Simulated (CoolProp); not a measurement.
Model: reference Helmholtz-energy equation of state, Thol 2016, in CoolProp.

Task: For hexamethyldisiloxane (MM), give the phase and the density (kg/m³), speed of sound (m/s), Joule-Thomson coefficient (K/MPa), expansivity (1/kK) at 436.8 K and 3.58 MPa.

Result: 
- 436.8 K and 3.58 MPa: liquid; density 608, speed of sound 477, Joule-Thomson coefficient -0.0281, expansivity 2.20
